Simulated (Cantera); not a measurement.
Charge: 1 mol CsCl, 130 mol H2, equilibrated at 1823 K and 7.50 Torr.

Cantera equilibrium calculation (NASA polynomials, part measured and part estimated; ideal gas, pure solids and liquids). Candidate condensed phases: Cs, CsCl; 9 gas species. Equilibrium is a limit: real reactors are often held back by kinetics, nucleation or transport.

Q: What is the equilibrium state?

A: 
```json
{
 "x(H2)": "0.986",
 "x(CsCl)": "0.00600",
 "x(H)": "0.00430",
 "x(Cs)": "0.00161",
 "x(HCl)": "0.00160",
 "x(Cl)": "5.34e-6",
 "gas_amount": "131.4 mol",
 "log10 activity of CsCl(l) (absent)": "-4.69",
 "log10 activity of Cs(l) (absent)": "-6.48"
}
```
